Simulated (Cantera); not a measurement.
Charge: 1 mol CH3F, 0.39 mol CH4, 12 mol H2, held at 2975 °C and 10.0 Torr.

These are equilibrium values from Cantera (NASA tables, ideal gas, pure condensed phases), not measurements of a reactor. Candidate condensed phases: C, C6H6, C7H8, C8H18; 95 gas species. Kinetics and transport are ignored.

Q: What is the equilibrium state?

A: 
| Property | Result |
|---|---|
| x(H) | 0.843 |
| x(H2) | 0.0929 |
| x(HF) | 0.0343 |
| x(C) | 0.0109 |
| x(C3) | 0.00905 |
| x(C2) | 0.00298 |
| x(F) | 0.00292 |
| x(C2H) | 0.00254 |
| x(C2H2 (acetylene)) | 0.00118 |
| gas amount | 26.74 mol |
| log10 activity of C(graphite) (absent) | -0.49 |
